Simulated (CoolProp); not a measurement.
Saturation properties of n-perfluorohexane.

The numbers come from the reference Helmholtz-energy equation of state, Gao 2022 in CoolProp.

```
T (°C)  p (MPa)  liquid density (kg/m³)  vapour density (kg/m³)  liquid cp (kJ/(kg K))
------  -------  ----------------------  ----------------------  ---------------------
18.95       ___                    1693                   3.184                  1.037
21.45   0.02512                    1686                   3.544                  1.041
23.95   0.02808                    1679                   3.938                  1.045
26.45   0.03133                    1672                   4.365                  1.049
28.95   0.03486                    1664                   4.828                  1.053
31.45   0.03871                    1657                   5.330                  1.057
33.95   0.04290                    1650                   5.873                  1.061
36.45   0.04743                    1642                   6.459                  1.065
38.95   0.05234                    1635                     ___                  1.069
41.55       ___                    1627                   7.798                  1.073
44.05   0.06361                    1619                   8.530                  1.077
46.55   0.06979                    1612                   9.316                  1.081
49.05   0.07643                    1604                     ___                  1.085
51.55   0.08356                    1596                   11.06                  1.089
```

Q: Complete the blanks.

A: 
- 18.95, p (MPa): 0.02241
- 38.95, vapour density (kg/m³): 7.090
- 41.55, p (MPa): 0.05787
- 49.05, vapour density (kg/m³): 10.16

It boils at 57.1 °C under 1 atm.
